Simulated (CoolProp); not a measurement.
o-xylene along the isobar 709 kPa: fugacity coefficient from the reference equation and from simpler models built on Tc = 357.1 °C, pc = 3737 kPa, ω = 0.312; each cubic takes its own stable root.

Computed with CoolProp (reference Helmholtz-energy equation of state, Zhou 2012).

```tsv
T (°C)	phase	reference	van der Waals	Redlich-Kwong	Soave-Redlich-Kwong	Peng-Robinson
35.65	liquid	0.002379	0.1293	0.009265	0.002257	0.002465
65.25	liquid	0.009948	0.2305	0.03111	0.009599	0.01012
94.85	liquid	0.03158	0.3726	0.08139	0.03100	0.03187
124.55	liquid	0.08152	0.5590	0.1772	0.08132	0.08211
154.15	liquid	0.1781	0.7879	0.3338	0.1802	0.1796
183.85	liquid	0.3424	0.8804	0.5634	0.3503	0.3463
213.45	liquid	0.5915	0.8965	0.8676	0.6101	0.5997
243.05	gas	0.8608	0.9098	0.8876	0.8774	0.8698
272.75	gas	0.8865	0.9209	0.9039	0.8972	0.8898
```

At some of these states van der Waals, Redlich-Kwong gives the other phase, because its saturation line lies elsewhere.
